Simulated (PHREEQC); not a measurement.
Dissolve 0.000194 mol/kgw K3PO4 at 7.8 °C. Closed to the air; pH follows from the charge balance.

The numbers come from PHREEQC with the ion-association model, phreeqc.dat.

No solid was allowed to form.

**Question.** What pH does the model give?

**Answer.** pH 10.88.

**Question.** In which forms is P present?

**Answer.** HPO4-2 97 %, PO4-3 2.7 % of the P.

Away from 25 °C the constants follow the database's enthalpies or fits; those with neither stay at their 25 °C values.
